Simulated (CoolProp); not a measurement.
Vapour-liquid equilibrium of R13 (1) + isobutane (2) at 369 kPa; x and y are mole fractions of (1).

Model: multi-fluid Helmholtz-energy mixture model, Platzer 1990 and Bücker 2006; pair parameters Bell 2016, in CoolProp. This equation is an older, rougher fit; its heat capacities, sound speeds and derivatives of the liquid may be far off and weren't checked against measurements.

| x | bubble temperature (°C) | y at the bubble point | dew temperature at overall composition x (°C) | liquid density (mol/L) |
|---|---|---|---|---|
| 0.05 | 9.7 | 0.409 | 24.9 | 9.861 |
| 0.2 | -20.1 | 0.820 | 19.1 | 10.73 |
| 0.35 | -32.9 | 0.910 | 12.6 | 11.31 |
| 0.5 | -39.9 | 0.944 | 4.8 | 11.79 |
| 0.65 | -44.5 | 0.964 | -4.7 | 12.26 |
| 0.8 | -48.3 | 0.980 | -17.9 | 12.74 |
| 0.95 | -52.0 | 0.995 | -41.1 | 13.27 |

No azeotrope shows between x = 0.05 and 0.95.

Pair parameters are fitted to limited data, so mixtures are less certain than the pure fluids.
